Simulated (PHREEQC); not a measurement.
**Acid rinse or clean (model solution)**

Make-up at 20 °C: 0.0025 mol HF per kg of water. Closed to the air; pH follows from the charge balance.

Computed with PHREEQC (ion-association model, phreeqc.dat).

Each row changes one thing in this solution. Precipitation was switched off in this run.

| case | pH | ionic strength (mol/kgw) | HF (mol/kgw) | F- (mol/kgw) | HF2- (mol/kgw) |
|---|---|---|---|---|---|
| as made | 2.99 | 0.00106 | 0.00143 | 0.00106 | 5.57e-6 |
| HF replaced by Cu(BF4)2 at the same molality | … | 0.00851 | 0.00271 | 0.00209 | 2.08e-5 |
| 0.00069 mol/kgw NH3 added | 3.19 | 0.00136 | 0.00114 | 0.00135 | 5.66e-6 |
| HF from 0.0025 to 0.005 mol/kgw | … | 0.00164 | 0.00334 | 0.00162 | 1.99e-5 |
| temperature from 20 to 75 °C | … | 0.000696 | 0.00180 | 0.000691 | 5.39e-6 |
| HF from 0.0025 to 0.00275 mol/kgw | … | 0.00113 | 0.00161 | 0.00112 | 6.67e-6 |

Task: Complete the blanks.

Result: 
- HF replaced by Cu(BF4)2 at the same molality, pH: 2.98
- HF from 0.0025 to 0.005 mol/kgw, pH: 2.80
- temperature from 20 to 75 °C, pH: 3.17
- HF from 0.0025 to 0.00275 mol/kgw, pH: 2.96

Complexes and solids missing from the database can't appear. At this temperature some constants are extrapolated from 25 °C, and those without enthalpy data are left unchanged. Real BF4- forms and hydrolyses slowly; the run takes it at equilibrium.
